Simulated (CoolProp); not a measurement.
Properties of C2F6 (R116) at several states.

Model: reference Helmholtz-energy equation of state, Lemmon 2006, in CoolProp. It is a short technical equation, of lower accuracy than the large ones.

```csv
T (K),p (MPa),phase,Z,cp (kJ/(kg K)),cv (kJ/(kg K)),isothermal compressibility (1/MPa),Prandtl number
179.9,0.0907,liquid,0.005011,0.9067,0.6103,0.002283,6.30
414.2,0.289,gas,0.9912,0.9312,0.8674,3.491,0.751
260.4,0.18,gas,0.9701,0.7229,0.6536,5.732,0.742
265.1,5.81,liquid,0.2817,1.134,0.7259,0.01132,3.32
230,12.9,liquid,0.6117,0.9785,0.6798,0.003594,4.34
```

Viscosity comes from a separate model (Huber 2003), an estimate that may be off by 10 % or more. Thermal conductivity comes from a separate model (Huber 2003), an estimate that may be off by 10 % or more.
